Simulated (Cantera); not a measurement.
Standard-state values (1 bar) from the NASA 1993 polynomials, evaluated with Cantera. Values are per mole of reaction as written; species without (g) are pure solids or liquids, kept so even where they would boil at 1 bar.

### Question
Between 300 and 1225 K, where is each reaction favourable under standard conditions?
- 8 TiO(g) + 3 NO2(g) → 3 N(g) + 2 Ti4O7

### Answer
- 8 TiO(g) + 3 NO2(g) → 3 N(g) + 2 Ti4O7: ΔG° is -5410 kJ at 300 K and -3936 kJ at 1225 K; it stays negative (K > 1). ΔH° is -5765 kJ and ΔS° -1492 J/K at 1225 K.
